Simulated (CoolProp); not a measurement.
Vinyl chloride at several states: fugacity coefficient from the reference equation and from simpler models built on Tc = 425.0 K, pc = 56.00 bar, ω = 0.160; each cubic takes its own stable root.

Values from CoolProp's reference Helmholtz-energy equation of state, Thol 2022.

```
T (K)  p (bar)   phase  reference  van der Waals  Redlich-Kwong  Soave-Redlich-Kwong  Peng-Robinson
-----  -------  ------  ---------  -------------  -------------  -------------------  -------------
240        162  liquid   0.004269        0.04251       0.006135             0.004386       0.004275
152.2     89.5  liquid   3.889e-6       0.002274       4.982e-6             5.053e-6       6.146e-6
318.4    0.958     gas     0.9862         0.9900         0.9869               0.9863         0.9855
330       18.5  liquid     0.4516         0.8210         0.5299               0.4572         0.4485
```

At some of these states van der Waals gives the other phase, because its saturation line lies elsewhere.
